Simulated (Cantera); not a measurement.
**Low-pressure radical oxidation in H2/O2**

An isothermal, constant-pressure homogeneous reactor starts with H2 : O2 = 0.0056 : 1 (molar parts), at 1100 K and 1.95 Torr.

Cantera simulation using GRI-Mech 3.0 (53 species, 325 reactions); the numbers are that mechanism's predictions, not measurements. Radical loss at walls, strong at low pressure, is not modelled.

| t (s) | x H2 | x O2 | x H | x O | x OH | x HO2 |
|---|---|---|---|---|---|---|
| 6.00e-6 | 0.00557 | 0.994 | <1e-12 | <1e-12 | <1e-12 | <1e-12 |
| 1.97e-5 | 0.00557 | 0.994 | 2.41e-12 | <1e-12 | <1e-12 | 2.47e-12 |
| 6.45e-5 | 0.00557 | 0.994 | 7.42e-12 | <1e-12 | <1e-12 | 8.11e-12 |
| 0.000212 | 0.00557 | 0.994 | 2.02e-11 | 6.56e-12 | 6.48e-12 | 2.66e-11 |
| 0.000694 | 0.00557 | 0.994 | 4.10e-11 | 4.97e-11 | 4.77e-11 | 8.73e-11 |
| 0.00228 | 0.00557 | 0.994 | 6.89e-11 | 2.84e-10 | 2.47e-10 | 2.86e-10 |
| 0.00747 | 0.00557 | 0.994 | 2.00e-10 | 1.84e-9 | 1.32e-9 | 9.41e-10 |
| 0.0245 | 0.00557 | 0.994 | 3.49e-9 | 4.42e-8 | 2.79e-8 | 3.13e-9 |
| 0.0803 | 0.00510 | 0.994 | 2.92e-5 | 0.000326 | 0.000192 | 1.99e-7 |
| 0.263 | 1.44e-5 | 0.989 | 0.000188 | 0.00485 | 0.000324 | 1.67e-7 |
| 0.864 | 1.25e-5 | 0.990 | 0.000155 | 0.00428 | 0.000304 | 1.57e-7 |
| 2.83 | 8.78e-6 | 0.991 | 9.02e-5 | 0.00297 | 0.000254 | 1.33e-7 |
| 9.30 | 3.66e-6 | 0.993 | 2.40e-5 | 0.00122 | 0.000165 | 8.62e-8 |
| 30.5 | 7.74e-7 | 0.994 | 2.33e-6 | 0.000258 | 7.59e-5 | 3.65e-8 |
| 100 | 1.07e-7 | 0.994 | 1.20e-7 | 3.57e-5 | 2.83e-5 | 1.01e-8 |
x: mole fraction; the columns are a selection and need not sum to one.

Equilibrium at this temperature and pressure: H2 1.46e-10, O2 0.994, H 6.16e-12, O 4.91e-8, OH 1.05e-6, HO2 6.83e-10 (gas phase only).
